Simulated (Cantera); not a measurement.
**Adiabatic ignition**

An adiabatic, constant-pressure homogeneous reactor starts with 5.27 % CH4, 19.9 % O2, 74.9 % N2, equivalence ratio 0.53, at 1525 K and 17300 Torr.

Cantera simulation using GRI-Mech 3.0 (53 species, 325 reactions); the numbers are that mechanism's predictions, not measurements. The pressure lies above the range GRI-Mech 3.0 was tuned for (to about 10 atm).

```
t (s)     T (K)   x CH4    x O2      x O    x CH2O      x H2     x NO2
--------  -----  ------  ------  -------  --------  --------  --------
3.00e-6    1525  0.0527   0.199  2.34e-8   1.96e-6   5.76e-7    <1e-12
7.80e-6    1525  0.0526   0.199  9.45e-8   2.21e-5   4.10e-6    <1e-12
2.03e-5    1527  0.0521   0.198  3.70e-7  0.000253   5.30e-5    <1e-12
5.27e-5    1614  0.0395   0.186  8.56e-6   0.00293   0.00267  5.95e-11
0.000137   2558  <1e-12  0.0916  0.00121  8.83e-12  0.000548   1.89e-6
0.000356   2554  <1e-12  0.0907  0.00119  8.63e-12  0.000543   6.68e-6
0.000924   2547  <1e-12  0.0888  0.00114  8.23e-12  0.000531   1.66e-5
0.00240    2537  <1e-12  0.0862  0.00107  7.70e-12  0.000514   3.05e-5
0.00624    2531  <1e-12  0.0847  0.00103  7.40e-12  0.000505   3.84e-5
0.0162     2530  <1e-12  0.0846  0.00103  7.38e-12  0.000504   3.91e-5
0.0422     2530  <1e-12  0.0846  0.00103  7.38e-12  0.000504   3.91e-5
0.110      2530  <1e-12  0.0846  0.00103  7.38e-12  0.000504   3.91e-5
0.285      2530  <1e-12  0.0846  0.00103  7.38e-12  0.000504   3.91e-5
0.740      2530  <1e-12  0.0846  0.00103  7.38e-12  0.000504   3.91e-5
1.92       2530  <1e-12  0.0846  0.00103  7.38e-12  0.000504   3.91e-5
5.00       2530  <1e-12  0.0846  0.00103  7.38e-12  0.000504   3.91e-5
```
x: mole fraction; the columns are a selection and need not sum to one.

```yaml
time_of_steepest_temperature_rise: 59.5 µs
temperature at 5.00 s: 2530 K
equilibrium_temperature: 2530 K
x(CH4) at 5.00 s: <1e-12 (gas-phase equilibrium <1e-12)
x(O2) at 5.00 s: 0.0846 (gas-phase equilibrium 0.0846)
x(O) at 5.00 s: 0.00103 (gas-phase equilibrium 0.00103)
```
